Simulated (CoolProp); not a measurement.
Vapour-liquid equilibrium of R22 (1) + dimethyl ether (2) at 0.406 MPa; x and y are mole fractions of (1).

The numbers come from the multi-fluid Helmholtz-energy mixture model, Kamei 1995 and Wu 2011; pair parameters Bell 2016 in CoolProp.

Give the bubble temperature and the first vapour's composition at x = 0.2, 0.5, 0.65. Is there an azeotrope?

x = 0.2: 286.8 K, y = 0.192; x = 0.5: 284.3 K, y = 0.603; x = 0.65: 280.0 K, y = 0.799. y crosses x between x = 0.2 and 0.35: the model has an azeotrope there.

The pair parameters rest on a limited set of measurements; away from them the model extrapolates.
